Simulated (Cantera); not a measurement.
Cantera run:

```python
import numpy as np
import cantera as ct

gas_names = [...]  # 87 gases of nasa_gas.yaml made of C, H, Si
cond_names = """
    C(gr) C6H6(L) C7H8(L) C8H18(L),n-octa Si(cr) Si(L) SiC(b)
""".split()


# ... load() reads the species with a 1 bar reference pressure and builds the phases ...
atoms = {
    'CH3SiH3': {'C': 1, 'H': 6, 'Si': 1},
    'C3H8': {'C': 3, 'H': 8},
    'H2': {'H': 2},
}
top_T = {'C(gr)': 4500, 'SiC(b)': 3050}  # K; cautious upper limits of use, not melting points


# ... equilibrate(T, P, feed) seeds the gas with the atoms and calls Mixture.equilibrate('TP', solver="vcs", rtol=1e-11, max_steps=5000) ...
results = []
feed = {'CH3SiH3': 1, 'C3H8': 0.0065, 'H2': 7.7}  # mol
P = 13332.2  # Pa
for T in [1075, 1175, 1275, 1375, 1475, 1575, 1675, 1775, 1875, 1975, 2075, 2175, 2275, 2375]:
    mix = equilibrate(T, P, feed)
    results.append((T, P, feed, dict(zip(mix.species_names, mix.species_moles))))

top = {s: max(r[3][s] / sum(r[3][g] for g in gas_names) for r in results) for s in gas_names}
cols = sorted((s for s in top if top[s] > 1e-05), key=lambda s: -top[s])[:8]
seen = [c for c in cond_names if any(r[3].get(c, 0) > 1e-12 for r in results)]
print("log10 of partial pressures in bar; condensed amounts in mol")
print(f"{'T/K':>10s}" + "".join(f"{s[:9]:>10s}" for s in cols + seen))
for T, P, feed, n in results:
    ng = sum(n[g] for g in gas_names)
    print(f"{T:10.4g}" + "".join(f"{np.log10(max(n[s] / ng * P / 1e5, 1e-99)):10.3f}" for s in cols)
          + "".join(f"{n.get(c, 0):10.4g}" for c in seen))
```

Result:

```
log10 of partial pressures in bar; condensed amounts in mol
       T/K        H2         H        Si C2H2,acet       CH4       SiH      Si2C      SiC2     C(gr)    SiC(b)
      1075    -0.876    -8.271   -16.746   -10.034    -3.615   -15.620   -21.630   -22.769         0         1
      1175    -0.876    -7.350   -14.967    -8.362    -3.615   -14.158   -19.223   -19.572         0         1
      1275    -0.876    -6.570   -13.301    -7.291    -3.784   -12.759   -17.032   -17.049  0.006282         1
      1375    -0.875    -5.903   -11.755    -6.625    -4.054   -11.443   -15.041   -15.022   0.01235         1
      1475    -0.875    -5.325   -10.421    -6.051    -4.287   -10.307   -13.325   -13.273    0.0152         1
      1575    -0.875    -4.819    -9.257    -5.551    -4.491    -9.317   -11.831   -11.750   0.01644         1
      1675    -0.875    -4.373    -8.234    -5.111    -4.670    -8.447   -10.520   -10.412   0.01652         1
      1775    -0.876    -3.976    -7.327    -4.722    -4.828    -7.676    -9.360    -9.228   0.01523         1
      1875    -0.876    -3.621    -6.518    -4.375    -4.970    -6.989    -8.326    -8.172   0.01185    0.9999
      1975    -0.877    -3.302    -5.792    -4.065    -5.097    -6.373    -7.401    -7.226  0.005101    0.9998
      2075    -0.879    -3.014    -5.075    -3.909    -5.275    -5.757    -6.505    -6.436         0     0.999
      2175    -0.882    -2.752    -4.389    -3.840    -5.473    -5.163    -5.658    -5.755         0    0.9952
      2275    -0.887    -2.514    -3.817    -3.674    -5.605    -4.676    -4.941    -5.084         0    0.9823
      2375    -0.895    -2.298    -3.348    -3.419    -5.680    -4.287    -4.341    -4.416         0     0.946
```

These are equilibrium values from Cantera (NASA tables, ideal gas, pure condensed phases), not measurements of a reactor. The feed counts by its element totals alone. Gases not in the tables: Si2H6 and higher silanes.
